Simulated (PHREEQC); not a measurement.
## Buffer: an equilibrium model

Make-up at 25 °C: 0.024 mol HF, 3.9e-05 mol K2HPO4 and 0.00058 mol KCl per kg of water. Closed to the air; pH follows from the charge balance.

Computed with PHREEQC (ion-association model, phreeqc.dat).

Precipitation was switched off in this run.

Estimate the pH, ionic strength.

pH 2.43; ionic strength 0.00466 mol/kgw.

In which forms is F present?

HF 82 %, F- 16 %, HF2- 2.4 % of the F.
